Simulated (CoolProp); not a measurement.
Vapour-liquid equilibrium of R13 (1) + n-butane (2) at 20.3 kPa; x and y are mole fractions of (1).

Values from CoolProp's multi-fluid Helmholtz-energy mixture model, Platzer 1990 and Bücker 2006; pair parameters Bell 2016. This equation is an older, rougher fit; its heat capacities, sound speeds and derivatives of the liquid may be far off and weren't checked against measurements.

```tsv
x	bubble temperature (°C)	y at the bubble point	dew temperature at overall composition x (°C)	liquid density (mol/L)
0.05	-74.9	0.919	-37.4	11.75
0.2	-95.6	0.989	-40.6	12.50
0.35	-100.2	0.994	-44.3	13.03
0.5	-102.1	0.995	-48.8	13.53
0.65	-103.4	0.996	-54.5	14.06
0.8	-104.7	0.998	-62.9	14.62
0.95	-106.3	0.999	-80.5	15.23
```

No azeotrope shows between x = 0.05 and 0.95.

The pair parameters rest on a limited set of measurements; away from them the model extrapolates. With so large a gap from Raoult's law the liquid may split in two, which this calculation doesn't test in full.
